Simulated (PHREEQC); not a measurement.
# Spent oxide etchant: an equilibrium model

Make-up at 33 °C: 0.0081 mol/kgw HF, 0.00016 mol/kgw (NH4)2SiF6 and 0.37 mol/kgw H3BO3. Closed to the air; pH follows from the charge balance.

All values are PHREEQC results (ion-association model, wateq4f.dat), not measurements.

```json
{
  "pH": "2.59",
  "ionic_strength": "0.00303 mol/kgw",
  "activity_of_water": "0.994",
  "total_alkalinity": "-8.74 meq/kg"
}
```

```csv
species,molality,activity,log γ
H3BO3,0.367,0.367,0.000
H+,0.00271,0.00256,-0.024
BF2(OH)2-,0.00132,0.00124,-0.027
BF4-,0.000957,0.000899,-0.027
HF,0.000750,0.000751,0.000
BF3OH-,0.000545,0.000512,-0.027
NH4+,0.000320,0.000301,-0.027
F-,0.000180,0.000169,-0.027
H4SiO4,0.000160,0.000160,0.000
BF(OH)3-,2.85e-5,2.68e-5,-0.027
H2F2,1.10e-6,1.10e-6,0.000
HF2-,5.46e-7,5.14e-7,-0.027
SiF6-2,1.54e-7,1.21e-7,-0.104
H2BO3-,1.01e-7,9.52e-8,-0.027
```

Precipitation was switched off in this run. The solution is supersaturated, for example in Quartz (slow to form), so a real one may precipitate; this is no full list. Complexes and solids missing from the database can't appear. SiF6-2 is the database's only silicon fluoride. Real BF4- forms and hydrolyses slowly; the run takes it at equilibrium.
